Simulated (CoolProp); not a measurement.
Vapour pressure (kPa) of propylene: the reference equation beside estimates from Tc = 91.1 °C, pc = 4555 kPa, ω = 0.146. Clausius-Clapeyron is anchored at 13.85 °C with a constant enthalpy of vaporisation of 14.95 kJ/mol.

Model: reference Helmholtz-energy equation of state, Lemmon 2013, in CoolProp.

```tsv
T (°C)	reference	Lee-Kesler	Clausius-Clapeyron	van der Waals	Redlich-Kwong	Soave-Redlich-Kwong	Peng-Robinson
-2.65	539.2	540.8	590.2	1227	644.0	541.6	537.9
1.45	609.8	611.8	651.8	1320	723.4	613.1	608.3
5.55	686.9	689.3	717.7	1417	809.5	691.5	685.5
9.75	773.2	776.0	789.8	1521	904.8	779.2	771.8
13.85	864.9	868.0	864.9	1628	1005	872.4	863.6
18.05	966.8	970.1	946.7	1742	1116	976.1	965.9
22.15	1075	1078	1031	1857	1231	1086	1074
26.35	1194	1197	1123	1981	1358	1207	1194
30.45	1319	1323	1218	2106	1490	1335	1320
34.65	1457	1461	1321	2240	1634	1476	1459
38.75	1602	1605	1426	2375	1784	1623	1605
```

Absolute difference from the reference over all 11 rows, mean and median: Lee-Kesler 0.3 and 0.3 %, Clausius-Clapeyron 5.7 and 5.9 %, van der Waals 83.3 and 80.2 %, Redlich-Kwong 15.4 and 15.4 %, Soave-Redlich-Kwong 0.9 and 1.0 %, Peng-Robinson 0.1 and 0.2 %.
